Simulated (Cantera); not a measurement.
Cantera run:

```python
import numpy as np
import cantera as ct

gas_names = [...]  # 118 gases of nasa_gas.yaml made of C, Cl, F, H
cond_names = """
    C(gr) C6H6(L) C7H8(L) C8H18(L),n-octa
""".split()


# ... load() reads the species with a 1 bar reference pressure and builds the phases ...
atoms = {
    'CH3Cl': {'C': 1, 'H': 3, 'CL': 1},
    'F2': {'F': 2},
}
top_T = {'C(gr)': 4500}  # K; cautious upper limits of use, not melting points


# ... equilibrate(T, P, feed) seeds the gas with the atoms and calls Mixture.equilibrate('TP', solver="vcs", rtol=1e-11, max_steps=5000) ...
results = []
feed = {'CH3Cl': 1, 'F2': 0.028}  # mol
P = 100000  # Pa
for T in [1773, 1873, 1973, 2073, 2173, 2273, 2373, 2473, 2573, 2673]:
    mix = equilibrate(T, P, feed)
    results.append((T, P, feed, dict(zip(mix.species_names, mix.species_moles))))
    x = sorted(zip(gas.X, gas.species_names), reverse=True)
    print(f"T = {T:g} K  P = {P:g} Pa  gas = {mix.phase_moles(0):.4g} mol")
    print("   x: " + "  ".join(f"{s} {v:.3e}" for v, s in x if v > 0.001))
    print("   condensed (mol): " + ("  ".join(f"{mix.phase(i).name} {mix.phase_moles(i):.4g}"
          for i in range(1, mix.n_phases) if mix.phase_moles(i) > 1e-12) or "none"))
```

Result:

```
T = 1773 K  P = 100000 Pa  gas = 2.028 mol
   x: HCL 4.929e-01  H2 4.788e-01  HF 2.761e-02
   condensed (mol): C(gr) 0.9993
T = 1873 K  P = 100000 Pa  gas = 2.029 mol
   x: HCL 4.926e-01  H2 4.787e-01  HF 2.761e-02
   condensed (mol): C(gr) 0.9991
T = 1973 K  P = 100000 Pa  gas = 2.029 mol
   x: HCL 4.920e-01  H2 4.783e-01  HF 2.759e-02
   condensed (mol): C(gr) 0.9985
T = 2073 K  P = 100000 Pa  gas = 2.031 mol
   x: HCL 4.910e-01  H2 4.776e-01  HF 2.757e-02  H 1.818e-03  CL 1.379e-03
   condensed (mol): C(gr) 0.9974
T = 2173 K  P = 100000 Pa  gas = 2.034 mol
   x: HCL 4.892e-01  H2 4.763e-01  HF 2.753e-02  H 3.330e-03  CL 2.496e-03  C2H2,acetylene 1.051e-03
   condensed (mol): C(gr) 0.9955
T = 2273 K  P = 100000 Pa  gas = 2.038 mol
   x: HCL 4.863e-01  H2 4.742e-01  HF 2.748e-02  H 5.785e-03  CL 4.284e-03  C2H2,acetylene 1.788e-03
   condensed (mol): C(gr) 0.9925
T = 2373 K  P = 100000 Pa  gas = 2.045 mol
   x: HCL 4.820e-01  H2 4.710e-01  HF 2.738e-02  H 9.585e-03  CL 7.012e-03  C2H2,acetylene 2.898e-03
   condensed (mol): C(gr) 0.9878
T = 2473 K  P = 100000 Pa  gas = 2.055 mol
   x: HCL 4.756e-01  H2 4.663e-01  HF 2.725e-02  H 1.523e-02  CL 1.100e-02  C2H2,acetylene 4.496e-03
   condensed (mol): C(gr) 0.981
T = 2573 K  P = 100000 Pa  gas = 2.069 mol
   x: HCL 4.665e-01  H2 4.596e-01  HF 2.706e-02  H 2.329e-02  CL 1.660e-02  C2H2,acetylene 6.702e-03
   condensed (mol): C(gr) 0.9713
T = 2673 K  P = 100000 Pa  gas = 2.089 mol
   x: HCL 4.543e-01  H2 4.503e-01  H 3.439e-02  HF 2.680e-02  CL 2.418e-02  C2H2,acetylene 9.624e-03
   condensed (mol): C(gr) 0.9579
```

Method: chemical equilibrium by Gibbs-energy minimisation in Cantera with the NASA 1993 tables (ideal gas, pure condensed phases).
